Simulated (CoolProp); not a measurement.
A closed Brayton cycle with carbon dioxide: compressor inlet 305.15 K and 8.2 MPa, high pressure 22.5 MPa, turbine inlet 895 K, compressor efficiency 0.8, turbine efficiency 0.93, recuperator effectiveness 0.95 (on enthalpy, no pinch check). Each further row changes one setting.

Model: reference Helmholtz-energy equation of state, Span 1996, in CoolProp.

```
case                           thermal efficiency (%)  net work (kJ/kg)  compressor to turbine work  compressor exit (K)  turbine exit (K)
-----------------------------  ----------------------  ----------------  --------------------------  -------------------  ----------------
as stated                                        40.0               125                        0.16                332.4             764.3
turbine inlet 845 K                              38.6               116                        0.17                332.4             719.0
compressor inlet 315.15 K                        39.6               103                        0.31                390.3             764.3
high pressure 19.1 MPa                           37.8               108                        0.15                327.2             784.9
recuperator effectiveness 0.5                    22.9               125                        0.16                332.4             764.3
```
